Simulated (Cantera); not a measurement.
Charge: 1 mol ZrO₂, 24 mol H₂, 1 mol N₂, held at 1625 K and 1.05 Torr.

These are equilibrium values from Cantera (NASA tables, ideal gas, pure condensed phases), not measurements of a reactor. Candidate condensed phases: H₂O, Zr, ZrN, ZrO₂; 28 gas species. Rates play no part.

Base state: H₂ 0.958, N₂ 0.0400, H 0.00185 (mole fractions); condensed: ZrO₂(tetragonal).

Q: What changes in the equilibrium state with this change: ZrO₂ replaced by Cr₂O₃?

A: 
| species | before | after |
|---|---|---|
| H₂ | 0.958 | 0.952 |
| N₂ | 0.0400 | 0.0399 |
| H₂O | 4.58e-6 | 0.00368 |
| Cr | 0 | 0.00245 |
| H | 0.00185 | 0.00184 |
| ZrO₂(tetragonal), mol | 1.000 | 0 |
| Cr₂O₃(s), mol | 0 | 0.969 |
Further candidate phases: Cr, CrN, Cr₂N, Cr₂O₃.
